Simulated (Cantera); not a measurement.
Adiabatic ignition

An adiabatic, constant-pressure homogeneous reactor starts with H2 : O2 : N2 = 1 : 0.704 : 2.65 (molar parts), equivalence ratio 0.71, at 1723 K and 620000 Pa.

Cantera simulation using the H2/O2 subset of GRI-Mech 3.0, which has no nitrogen chemistry; the numbers are that mechanism's predictions, not measurements. The hydrogen kinetics of GRI-Mech 3.0 are dated; newer H2 mechanisms differ, most at raised pressure.

```csv
t (s),T (K),x H2,x O2,x OH,x H,x H2O2
2.00e-6,2391,0.0352,0.0546,0.0348,0.0398,1.43e-6
1.05e-5,2951,0.0163,0.0489,0.0322,0.00759,1.87e-6
5.50e-5,2962,0.0157,0.0488,0.0318,0.00712,1.96e-6
0.000288,2962,0.0157,0.0488,0.0318,0.00712,1.96e-6
0.00151,2962,0.0157,0.0488,0.0318,0.00712,1.96e-6
0.00793,2962,0.0157,0.0488,0.0318,0.00712,1.96e-6
0.0416,2962,0.0157,0.0488,0.0318,0.00712,1.96e-6
0.218,2962,0.0157,0.0488,0.0318,0.00712,1.96e-6
1.14,2962,0.0157,0.0488,0.0318,0.00712,1.96e-6
6.00,2962,0.0157,0.0488,0.0318,0.00712,1.96e-6
```
x: mole fraction; the columns are a selection and need not sum to one.

| Quantity | Value |
|---|---|
| time of steepest temperature rise | 1.19 µs |
| temperature at 6.00 s | 2962 K |
| equilibrium temperature | 2962 K |
| x(H2) at 6.00 s | 0.0157 (gas-phase equilibrium 0.0157) |
| x(O2) at 6.00 s | 0.0488 (gas-phase equilibrium 0.0488) |
| x(OH) at 6.00 s | 0.0318 (gas-phase equilibrium 0.0318) |
